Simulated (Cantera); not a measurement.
Cantera run:

```python
import numpy as np
import cantera as ct

gas_names = """
    CL CLO CL2 H HCL HOCL HO2 H2 H2O H2O2 O OH O2 O3 Si SiCL SiCL2 SiCL3 SiCL4 SiH SiHCL3 SiH2 SiH2CL2
    SiH3 SiH3CL SiH4 SiO SiO2 Si2 Si3
""".split()
cond_names = """
    H2O(s) H2O(L) Si(cr) Si(L) SiO2(Lqz) SiO2(hqz) SiO2(L)
""".split()


# ... load() reads the species with a 1 bar reference pressure and builds the phases ...
atoms = {
    'SiH2Cl2': {'Si': 1, 'H': 2, 'CL': 2},
    'O2': {'O': 2},
}
top_T = {}  # K; cautious upper limits of use, not melting points


# ... equilibrate(T, P, feed) seeds the gas with the atoms and calls Mixture.equilibrate('TP', solver="vcs", rtol=1e-11, max_steps=5000) ...
results = []
feed = {'SiH2Cl2': 1, 'O2': 0.21}  # mol
T = 1573  # K
P = 150  # Pa
mix = equilibrate(T, P, feed)
results.append((T, P, feed, dict(zip(mix.species_names, mix.species_moles))))
x = sorted(zip(gas.X, gas.species_names), reverse=True)
print(f"T = {T:g} K  P = {P:g} Pa  gas = {mix.phase_moles(0):.4g} mol")
print("   x: " + "  ".join(f"{s} {v:.3e}" for v, s in x if v > 1e-05))
print("   condensed (mol): " + ("  ".join(f"{mix.phase(i).name} {mix.phase_moles(i):.4g}"
      for i in range(1, mix.n_phases) if mix.phase_moles(i) > 1e-12) or "none"))
```

It prints:

```
T = 1573 K  P = 150 Pa  gas = 2.407 mol
   x: HCL 3.366e-01  H2 2.468e-01  SiCL2 2.301e-01  SiO 1.745e-01  SiCL3 9.620e-03  SiCL4 1.058e-03  CL 5.654e-04  H 5.215e-04  SiHCL3 1.028e-04  SiCL 5.743e-05
   condensed (mol): none
```

Equilibrium computed with Cantera from the NASA thermochemical tables; the gas is ideal and each condensed phase is pure. The tables' values for SiCl3, SiCl are old estimates; treat these amounts as uncertain.
